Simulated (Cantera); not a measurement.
**Thermodynamics of halide evaporation, hydrolysis and transport, feed CaCl2 + HCl + N2**

Charge: 1 mol CaCl2, 2.5 mol HCl, 200 mol N2, at 1.33 mbar.

Cantera equilibrium calculation (NASA polynomials, part measured and part estimated; ideal gas, pure solids and liquids). Candidate condensed phases: Ca, CaCl2, NH4Cl; 16 gas species. Kinetics and transport are ignored.

From 1102 °C to 1902 °C nothing is condensed. The main Ca-bearing gas is CaCl2 throughout.

| T (°C) | x N2 | x HCl | x Cl | x H |
|---|---|---|---|---|
| 1102 | 0.983 | 0.0122 | 0.000122 | 7.30e-7 |
| 1202 | 0.983 | 0.0120 | 0.000289 | 4.24e-6 |
| 1302 | 0.982 | 0.0117 | 0.000613 | 1.96e-5 |
| 1402 | 0.982 | 0.0111 | 0.00118 | 7.46e-5 |
| 1502 | 0.982 | 0.0102 | 0.00206 | 0.000239 |
| 1602 | 0.981 | 0.00895 | 0.00334 | 0.000654 |
| 1702 | 0.980 | 0.00734 | 0.00501 | 0.00154 |
| 1802 | 0.978 | 0.00553 | 0.00703 | 0.00309 |
| 1902 | 0.975 | 0.00382 | 0.00946 | 0.00527 |
x: gas mole fraction; nothing condenses.
